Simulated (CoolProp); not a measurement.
Isobutane along the isobar 4.17 MPa: Z from the reference equation and from simpler models built on Tc = 407.8 K, pc = 3.629 MPa, ω = 0.184; each cubic takes its own stable root.

Values from CoolProp's reference Helmholtz-energy equation of state, Bücker 2006.

| T (K) | phase | reference |
|---|---|---|
| 326.1 | liquid | 0.1708 |
| 354.5 | liquid | 0.1706 |
| 382.9 | liquid | 0.1779 |
| 411.2 | supercritical | 0.2234 |
| 439.6 | supercritical | 0.6001 |
| 468 | supercritical | 0.7146 |
| 496.3 | supercritical | 0.7826 |
| 524.7 | supercritical | 0.8297 |
| 553.1 | supercritical | 0.8644 |

Question: How far does each simpler model (Soave-Redlich-Kwong, Peng-Robinson) lie from the reference over these 9 states: mean and median of the absolute difference, and the worst?

Answer: 
- Soave-Redlich-Kwong: mean 7.0 %, median 2.0 %, worst +23.5 % at 411.2 K and 4.17 MPa
- Peng-Robinson: mean 3.7 %, median 2.6 %, worst +12.7 % at 411.2 K and 4.17 MPa
